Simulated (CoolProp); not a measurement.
The fluid at 354.65 K and 1.01 MPa is throttled through a valve to 0.34 MPa with no heat exchange. The same conditions are run with several fluids, on thermodynamics alone (safety and materials aside).

Computed with CoolProp (reference Helmholtz-energy equation of state of each fluid (R227EA: Lemmon 2016; CH2F2 (R32): Tillner-Roth 1997; propyne: Polt 1992; fluoroethane (R161): Wu 2012; R125: Lemmon 2005)). The equations of Platzer and Polt are older, rougher fits.

```csv
fluid,temperature change (K),final density (kg/m³)
R227EA,…,…
CH2F2 (R32),-10.0,…
propyne,-10.0,4.93
fluoroethane (R161),…,…
R125,…,…
```

Q: Complete the blanks.

A: 
- R227EA, temperature change (K): -8.0
- R227EA, final density (kg/m³): 21.2
- CH2F2 (R32), final density (kg/m³): 6.33
- fluoroethane (R161), temperature change (K): -9.0
- fluoroethane (R161), final density (kg/m³): 5.87
- R125, temperature change (K): -5.9
- R125, final density (kg/m³): 14.5
